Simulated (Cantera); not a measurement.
Cantera run:

```python
import numpy as np
import cantera as ct

gas_names = """
    H HO2 H2 H2O H2O2 H2S H2SO4 O OH O2 O3 S SH SO SO2 SO3 S2 S2O S8
""".split()
cond_names = """
    H2O(s) H2O(L) H2SO4(L) S(cr1) S(cr2) S(L)
""".split()


# ... load() reads the species with a 1 bar reference pressure and builds the phases ...
atoms = {
    'H2S': {'H': 2, 'S': 1},
    'O2': {'O': 2},
    'H2': {'H': 2},
}
top_T = {}  # K; cautious upper limits of use, not melting points


# ... equilibrate(T, P, feed) seeds the gas with the atoms and calls Mixture.equilibrate('TP', solver="vcs", rtol=1e-11, max_steps=5000) ...
results = []
feed = {'H2S': 1, 'O2': 0.025, 'H2': 0.53}  # mol
P = 1000  # Pa
for T in [1998, 2048, 2098, 2148, 2198, 2248, 2298, 2348, 2398, 2448, 2498, 2548, 2598]:
    mix = equilibrate(T, P, feed)
    results.append((T, P, feed, dict(zip(mix.species_names, mix.species_moles))))

top = {s: max(r[3][s] / sum(r[3][g] for g in gas_names) for r in results) for s in gas_names}
cols = sorted((s for s in top if top[s] > 1e-05), key=lambda s: -top[s])[:9]
seen = [c for c in cond_names if any(r[3].get(c, 0) > 1e-12 for r in results)]
print("log10 of partial pressures in bar; condensed amounts in mol")
print(f"{'T/K':>10s}" + "".join(f"{s[:9]:>10s}" for s in cols + seen))
for T, P, feed, n in results:
    ng = sum(n[g] for g in gas_names)
    print(f"{T:10.4g}" + "".join(f"{np.log10(max(n[s] / ng * P / 1e5, 1e-99)):10.3f}" for s in cols)
          + "".join(f"{n.get(c, 0):10.4g}" for c in seen))
```

Output:

```
log10 of partial pressures in bar; condensed amounts in mol
       T/K        H2         H        S2         S        SH       H2O       H2S        SO        OH
      1998    -2.162    -3.876    -2.671    -3.839    -3.564    -3.669    -3.724    -4.582    -6.385
      2048    -2.166    -3.733    -2.681    -3.705    -3.524    -3.688    -3.790    -4.480    -6.218
      2098    -2.170    -3.597    -2.694    -3.578    -3.488    -3.711    -3.856    -4.387    -6.063
      2148    -2.177    -3.469    -2.709    -3.460    -3.456    -3.738    -3.923    -4.304    -5.920
      2198    -2.185    -3.347    -2.729    -3.349    -3.429    -3.769    -3.991    -4.231    -5.787
      2248    -2.196    -3.232    -2.753    -3.246    -3.408    -3.805    -4.062    -4.167    -5.666
      2298    -2.209    -3.123    -2.783    -3.151    -3.392    -3.846    -4.135    -4.112    -5.554
      2348    -2.224    -3.021    -2.818    -3.063    -3.382    -3.891    -4.213    -4.066    -5.452
      2398    -2.244    -2.924    -2.860    -2.983    -3.379    -3.940    -4.295    -4.029    -5.358
      2448    -2.267    -2.834    -2.910    -2.910    -3.382    -3.995    -4.383    -3.999    -5.272
      2498    -2.294    -2.750    -2.969    -2.846    -3.394    -4.053    -4.478    -3.978    -5.194
      2548    -2.325    -2.672    -3.037    -2.791    -3.414    -4.116    -4.581    -3.964    -5.123
      2598    -2.362    -2.600    -3.114    -2.743    -3.442    -4.182    -4.692    -3.957    -5.057
```

These are equilibrium values from Cantera (NASA tables, ideal gas, pure condensed phases), not measurements of a reactor.
